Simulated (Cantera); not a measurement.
Feed: 1 mol SiCl4, 2.8 mol HCl, 2.1 mol H2, at 673.15 K and 0.860 bar.

These are equilibrium values from Cantera (NASA tables, ideal gas, pure condensed phases), not measurements of a reactor. Candidate condensed phases: Si; 19 gas species. Equilibrium is a limit: real reactors are often held back by kinetics, nucleation or transport.

Base state: HCl 0.475, H2 0.356, SiCl4 0.169, SiHCl3 1.61e-5 (mole fractions); condensed: gas only.

### Question
What changes in the equilibrium state with this change: 0.03 mol NH3 added?

### Answer
| species | before | after |
|---|---|---|
| HCl | 0.475 | 0.470 |
| H2 | 0.356 | 0.360 |
| SiCl4 | 0.169 | 0.168 |
| N2 | 0 | 0.00246 |
| NH3 | 0 | 0.000123 |
| SiHCl3 | 1.61e-5 | 1.63e-5 |
Further candidate phases: NH4Cl, Si3N4.
